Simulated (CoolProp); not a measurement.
Computed with CoolProp (reference Helmholtz-energy equation of state, Platzer 1990). This equation is an older, rougher fit.

Problem. For CF4 (R14), give the phase and the cv (kJ/(kg K)), Joule-Thomson coefficient (K/MPa), viscosity (µPa s) at 119.85 °C and 12 bar; 119.85 °C and 17.1 bar.

Solution. 
- 119.85 °C and 12 bar: gas; cv 0.723, Joule-Thomson coefficient 2.84, viscosity 22.1
- 119.85 °C and 17.1 bar: gas; cv 0.723, Joule-Thomson coefficient 2.80, viscosity 22.3

Viscosity comes from a separate model (Huber 2003), an estimate that may be off by 10 % or more.
